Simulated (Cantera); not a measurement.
Mixture: CH3OH : O2 : N2 = 1 : 3.41 : 16.7 (molar parts), equivalence ratio 0.44, at 7430 Torr, adiabatic and at constant pressure. Ignition delay is the time to a rise of 400 K.

Model: GRI-Mech 3.0 (53 species, 325 reactions), integrated in Cantera. GRI-Mech 3.0 was tuned for natural gas; its chemistry of methanol as a main component is partial and can be far from experiment.

Problem. What does this change do: pressure from 7430 Torr to 1430 Torr?

Solution. 
| quantity | before | after |
|---|---|---|
| delay at 1050 K | 35.2 ms | 0.121 s |
| delay at 1100 K | 12.2 ms | 42.7 ms |
| delay at 1150 K | 4.67 ms | 16.6 ms |
| delay at 1200 K | 1.95 ms | 7.07 ms |
| delay at 1250 K | 0.880 ms | 3.26 ms |
| delay at 1300 K | 0.430 ms | 1.63 ms |
| delay at 1350 K | 0.225 ms | 0.875 ms |
| apparent activation energy between 1250 and 1350 K | 190 kJ/mol | 180 kJ/mol |

Problem. What does this change do: 1.7 parts H2 added?

Solution. 
```tsv
quantity	before	after
delay at 1050 K	35.2 ms	8.62 ms
delay at 1100 K	12.2 ms	3.64 ms
delay at 1150 K	4.67 ms	1.66 ms
delay at 1200 K	1.95 ms	0.814 ms
delay at 1250 K	0.880 ms	0.420 ms
delay at 1300 K	0.430 ms	0.228 ms
delay at 1350 K	0.225 ms	0.129 ms
apparent activation energy between 1250 and 1350 K	190 kJ/mol	170 kJ/mol
```
